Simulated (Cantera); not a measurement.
Input (Python, Cantera) and output of one run.

```python
import numpy as np
import cantera as ct

gas_names = """
    B BH BH2 BH3 BN BO BO2 B2 B2O B2O2 B2O3 B3O3H3 H HBO HBO2 HNO HNO2 HNO3 HO2 H2 H2O H2O2 H3B3O6 N NH
    NH2 NH3 NH2OH NO NO2 NO3 N2 N2H2 N2H4 N2O O OH O2 O3
""".split()
cond_names = """
    B(b) B(L) BN(s) B2O3(L) B3O3H3(cr) H2O(s) H2O(L)
""".split()


# ... load() reads the species with a 1 bar reference pressure and builds the phases ...
atoms = {
    'B2O3': {'B': 2, 'O': 3},
    'NH3': {'N': 1, 'H': 3},
    'H2': {'H': 2},
}
top_T = {'BN(s)': 3200}  # K; cautious upper limits of use, not melting points


# ... equilibrate(T, P, feed) seeds the gas with the atoms and calls Mixture.equilibrate('TP', solver="vcs", rtol=1e-11, max_steps=5000) ...
results = []
T = 1625  # K
P = 20  # Pa
for m in [1.3, 2.5, 3.8, 5, 6.2, 7.5, 8.7, 9.9, 11, 12]:
    feed = {'B2O3': 1, 'NH3': 0.11, 'H2': m}  # mol
    mix = equilibrate(T, P, feed)
    results.append((T, P, feed, dict(zip(mix.species_names, mix.species_moles))))

top = {s: max(r[3][s] / sum(r[3][g] for g in gas_names) for r in results) for s in gas_names}
cols = sorted((s for s in top if top[s] > 1e-06), key=lambda s: -top[s])[:6]
seen = [c for c in cond_names if any(r[3].get(c, 0) > 1e-12 for r in results)]
print("log10 of partial pressures in bar; condensed amounts in mol")
print(f"{'n(H2)':>10s}" + "".join(f"{s[:9]:>10s}" for s in cols + seen))
for T, P, feed, n in results:
    ng = sum(n[g] for g in gas_names)
    print(f"{feed['H2']:10.4g}" + "".join(f"{np.log10(max(n[s] / ng * P / 1e5, 1e-99)):10.3f}" for s in cols)
          + "".join(f"{n.get(c, 0):10.4g}" for c in seen))
```

Output:

```
log10 of partial pressures in bar; condensed amounts in mol
     n(H2)        H2      B2O3      HBO2       HBO        N2      B2O2
       1.3    -3.989    -4.207    -4.777    -5.076    -5.362    -5.427
       2.5    -3.883    -4.407    -4.853    -5.094    -5.531    -5.568
       3.8    -3.833    -4.562    -4.923    -5.129    -5.661    -5.688
         5    -3.807    -4.674    -4.977    -5.161    -5.754    -5.778
       6.2    -3.790    -4.767    -5.023    -5.191    -5.831    -5.855
       7.5    -3.777    -4.854    -5.067    -5.221    -5.901    -5.927
       8.7    -3.768    -4.923    -5.103    -5.246    -5.957    -5.986
       9.9    -3.761    -4.986    -5.136    -5.269    -6.006    -6.039
        11    -3.756    -5.038    -5.163    -5.288    -6.047    -6.084
        12    -3.752    -5.082    -5.186    -5.305    -6.081    -6.121
```

Method: chemical equilibrium by Gibbs-energy minimisation in Cantera with the NASA 1993 tables (ideal gas, pure condensed phases).
